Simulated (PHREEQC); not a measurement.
Make-up at 37 °C: 0.017 mol CuCl2, 0.17 mol H2SO4 and 0.0022 mol H3BO3 per kg of water. Closed to the air; pH follows from the charge balance.

Computed with PHREEQC (ion-association model, phreeqc.dat).

This is a speciation only: nothing precipitates in the calculation.

**Question.** Predict the pH, density, ionic strength.

**Answer.** pH 0.81; density 1.005 g/cm³; ionic strength 0.253 mol/kgw.

**Question.** In which forms is S present?

**Answer.** HSO4- 85 %, SO4-2 12 %, CuSO4 2.4 % of the S.

Species that the database lacks are ignored. At this temperature some constants are extrapolated from 25 °C, and those without enthalpy data are left unchanged.
